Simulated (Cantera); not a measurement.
## Ignition delay

Mixture: 5.38 % CH4, 19.9 % O2, 74.7 % N2, at 0.711 atm, adiabatic and at constant volume. Ignition delay is the time to a rise of 400 K.

Cantera simulation using GRI-Mech 3.0 (53 species, 325 reactions); the numbers are that mechanism's predictions, not measurements.

```json
[
 {"T0 (K)": "1300", "delay (ms)": "10.7"},
 {"T0 (K)": "1350", "delay (ms)": "5.74"},
 {"T0 (K)": "1400", "delay (ms)": "3.24"},
 {"T0 (K)": "1450", "delay (ms)": "1.92"},
 {"T0 (K)": "1500", "delay (ms)": "1.19"},
 {"T0 (K)": "1550", "delay (ms)": "0.774"},
 {"T0 (K)": "1600", "delay (ms)": "0.521"},
 {"T0 (K)": "1650", "delay (ms)": "0.362"},
 {"T0 (K)": "1700", "delay (ms)": "0.259"}
]
```

```json
{
 "apparent activation energy between 1600 and 1700 K": "160 kJ/mol"
}
```
